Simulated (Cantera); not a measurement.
**Gas-phase reforming**

An isothermal, constant-pressure homogeneous reactor starts with 57.5 % CH4, 42.5 % H2O, at 1673 K and 2630 Torr.

Model: GRI-Mech 3.0 (53 species, 325 reactions), integrated in Cantera. GRI-Mech 3.0 stops at C3 and has no aromatics, soot or wall deposition, so with more carbon than oxygen in the feed, carbon stays in small species such as C2H2 where larger ones or solid carbon would form.

| t (s) | x CH4 | x H2O | x CH2 | x C2H6 | x CO | x CO2 | x O |
|---|---|---|---|---|---|---|---|
| 0.000300 | 0.544 | 0.421 | 1.08e-7 | 0.00412 | 5.47e-5 | 1.02e-7 | 1.59e-10 |
| 0.000840 | 0.484 | 0.406 | 9.51e-8 | 0.00309 | 0.000319 | 2.23e-6 | 1.26e-10 |
| 0.00235 | 0.377 | 0.375 | 7.16e-8 | 0.00137 | 0.00102 | 1.97e-5 | 6.78e-11 |
| 0.00659 | 0.250 | 0.336 | 5.83e-8 | 0.000502 | 0.00309 | 0.000134 | 3.93e-11 |
| 0.0185 | 0.141 | 0.298 | 4.96e-8 | 0.000163 | 0.00894 | 0.000773 | 2.78e-11 |
| 0.0517 | 0.0861 | 0.259 | 4.14e-8 | 7.91e-5 | 0.0244 | 0.00300 | 2.41e-11 |
| 0.145 | 0.0773 | 0.206 | 2.98e-8 | 6.53e-5 | 0.0580 | 0.00642 | 2.08e-11 |
| 0.406 | 0.0723 | 0.137 | 1.80e-8 | 5.29e-5 | 0.109 | 0.00757 | 1.58e-11 |
| 1.14 | 0.0627 | 0.0716 | 1.02e-8 | 3.70e-5 | 0.161 | 0.00540 | 9.67e-12 |
| 3.18 | 0.0518 | 0.0271 | 6.39e-9 | 2.40e-5 | 0.199 | 0.00237 | 4.15e-12 |
| 8.92 | 0.0444 | 0.00533 | 4.86e-9 | 1.72e-5 | 0.218 | 0.000493 | <1e-12 |
| 25.0 | 0.0423 | 0.000161 | 4.52e-9 | 1.56e-5 | 0.222 | 1.51e-5 | <1e-12 |
| 70.0 | 0.0423 | 1.55e-5 | 4.51e-9 | 1.55e-5 | 0.222 | 1.46e-6 | <1e-12 |
x: mole fraction; the columns are a selection and need not sum to one.

Equilibrium at this temperature and pressure: CH4 0.0423, H2O 1.59e-5, CH2 4.52e-9, C2H6 1.55e-5, CO 0.222, CO2 1.49e-6, O <1e-12 (gas phase only).
